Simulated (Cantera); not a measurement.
Feed: 1 mol HI, 0.53 mol H2O, 0.13 mol H2, held at 28.0 Pa.

These are equilibrium values from Cantera (NASA tables, ideal gas, pure condensed phases), not measurements of a reactor. Candidate condensed phases: H2O, I2; 25 gas species. Ions and electrons are included (thermal ionisation). The numbers say what is thermodynamically allowed, not how fast it happens.

Question: At 2727 °C, list the 5 most abundant gas species with their mole fractions, and the condensed phases.

Answer: H 0.597, I 0.261, O 0.136, H2 0.00400, OH 0.00149. Condensed: gas only.
